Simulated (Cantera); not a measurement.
An adiabatic, constant-pressure homogeneous reactor starts with CO : H₂ : CH₄ : O₂ : N₂ : H₂O = 1 : 0.79 : 0.12 : 2.77 : 10.4 : 2.6 (molar parts), equivalence ratio 0.41, at 1225 K and 2.17 atm. Integrator tolerance rtol = 1e-08.

Detailed kinetics in Cantera: GRI-Mech 3.0 (53 species, 325 reactions).

**Question.** What does this change do: initial temperature 1225 to 1700 K?

**Answer.** 
```csv
quantity,before,after
time of steepest temperature rise,98.6 µs,7.53 µs
temperature at 2.00 s,2059 K,2413 K
equilibrium temperature,2058 K,2413 K
x(CO) at 2.00 s,0.000312 (gas-phase equilibrium 0.000310),0.00325 (gas-phase equilibrium 0.00325)
x(H₂) at 2.00 s,0.000210 (gas-phase equilibrium 0.000209),0.00180 (gas-phase equilibrium 0.00180)
x(CH₄) at 2.00 s,<1e-12 (gas-phase equilibrium <1e-12),<1e-12 (gas-phase equilibrium <1e-12)
x(NO) at 2.00 s,0.00479 (gas-phase equilibrium 0.00531),0.0114 (gas-phase equilibrium 0.0114)
x(OH) at 2.00 s,0.00267 (gas-phase equilibrium 0.00266),0.0105 (gas-phase equilibrium 0.0105)
x(NO₂) at 2.00 s,7.46e-6 (gas-phase equilibrium 8.27e-6),1.08e-5 (gas-phase equilibrium 1.08e-5)
x(N₂O) at 2.00 s,3.90e-7 (gas-phase equilibrium 3.90e-7),8.22e-7 (gas-phase equilibrium 8.22e-7)
```

**Question.** What does this change do: H2 0.79 to 2 parts?

**Answer.** 
```tsv
quantity	before	after
time of steepest temperature rise	98.6 µs	52.5 µs
temperature at 2.00 s	2059 K	2356 K
equilibrium temperature	2058 K	2356 K
x(CO) at 2.00 s	0.000312 (gas-phase equilibrium 0.000310)	0.00290 (gas-phase equilibrium 0.00290)
x(H₂) at 2.00 s	0.000210 (gas-phase equilibrium 0.000209)	0.00222 (gas-phase equilibrium 0.00222)
x(CH₄) at 2.00 s	<1e-12 (gas-phase equilibrium <1e-12)	<1e-12 (gas-phase equilibrium <1e-12)
x(NO) at 2.00 s	0.00479 (gas-phase equilibrium 0.00531)	0.00782 (gas-phase equilibrium 0.00782)
x(OH) at 2.00 s	0.00267 (gas-phase equilibrium 0.00266)	0.00868 (gas-phase equilibrium 0.00868)
x(NO₂) at 2.00 s	7.46e-6 (gas-phase equilibrium 8.27e-6)	6.17e-6 (gas-phase equilibrium 6.17e-6)
x(N₂O) at 2.00 s	3.90e-7 (gas-phase equilibrium 3.90e-7)	5.57e-7 (gas-phase equilibrium 5.57e-7)
```
